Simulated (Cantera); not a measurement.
N2O furnace oxynitridation

An isothermal, constant-pressure homogeneous reactor starts with N2O : N2 = 1 : 0.16 (molar parts), at 1050 K and 420 Torr.

Computed with Cantera and GRI-Mech 3.0 (53 species, 325 reactions). GRI-Mech 3.0 was tuned for natural gas; its chemistry of N2O as a main component is partial and can be far from experiment. The mechanism lacks the step 2 NO + O2 → 2 NO2, which can matter for NO2 below about 1400 K. The temperature is held fixed by assumption; the heat of reaction is taken as removed at once.

```csv
t (s),x N2O,x NO,x N2,x NO2,x O2,x O
0.000400,0.862,2.21e-7,0.138,1.20e-12,1.98e-6,1.20e-7
0.000930,0.862,5.31e-7,0.138,6.96e-12,4.74e-6,1.20e-7
0.00216,0.862,1.25e-6,0.138,3.86e-11,1.12e-5,1.20e-7
0.00503,0.862,2.93e-6,0.138,2.11e-10,2.62e-5,1.20e-7
0.0117,0.862,6.82e-6,0.138,1.14e-9,6.10e-5,1.20e-7
0.0272,0.862,1.59e-5,0.138,6.02e-9,0.000142,1.20e-7
0.0632,0.861,3.69e-5,0.139,3.13e-8,0.000330,1.20e-7
0.147,0.860,8.56e-5,0.139,1.55e-7,0.000766,1.20e-7
0.342,0.857,0.000198,0.141,6.88e-7,0.00178,1.20e-7
0.795,0.850,0.000457,0.146,2.55e-6,0.00411,1.19e-7
1.85,0.834,0.00104,0.156,7.50e-6,0.00942,1.19e-7
4.30,0.798,0.00234,0.179,1.87e-5,0.0212,1.17e-7
10.0,0.723,0.00503,0.226,4.18e-5,0.0460,1.13e-7
```
x: mole fraction; the columns are a selection and need not sum to one.

Equilibrium at this temperature and pressure: N2O 3.31e-9, NO 5.99e-5, N2 0.699, NO2 2.07e-6, O2 0.301, O 4.94e-10 (gas phase only).
